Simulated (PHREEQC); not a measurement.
**Acid rinse or clean (model solution)**

A solution holds 7.4 mmol/kgw HBr and 29 mmol/kgw ZnSO4, at 48 °C. Closed to the air; pH follows from the charge balance.

Model: ion-association model, phreeqc.dat, run in PHREEQC.

The pH is 2.50, the ionic strength comes out as 0.0712 mol/kgw and the density comes out as 0.994 g/cm³. The total alkalinity is -7.40 meq/kg.

```tsv
species	molality	activity	log γ
Zn+2	0.0177	0.00716	-0.394
SO4-2	0.0132	0.00530	-0.396
ZnSO4	0.0103	0.0105	0.007
Br-	0.00739	0.00571	-0.112
H+	0.00383	0.00319	-0.079
HSO4-	0.00357	0.00283	-0.101
```

No solid was allowed to form. Constants without temperature data keep their 25 °C values here.
